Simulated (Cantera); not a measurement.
Mixture: CH₄ : O₂ : N₂ : H₂O = 1 : 2.56 : 8.72 : 3 (molar parts), at 6.22 atm, adiabatic and at constant volume. Ignition delay is the time to a rise of 400 K.

Detailed kinetics in Cantera: GRI-Mech 3.0 (53 species, 325 reactions).

Problem. Predict: delay at 1350 K; delay at 1425 K; delay at 1500 K; delay at 1575 K; delay at 1650 K; apparent activation energy between 1500 and 1650 K.

Solution. 
```json
{
  "delay at 1350 K": "1.39 ms",
  "delay at 1425 K": "0.652 ms",
  "delay at 1500 K": "0.311 ms",
  "delay at 1575 K": "0.152 ms",
  "delay at 1650 K": "76.9 µs",
  "apparent activation energy between 1500 and 1650 K": "190 kJ/mol"
}
```
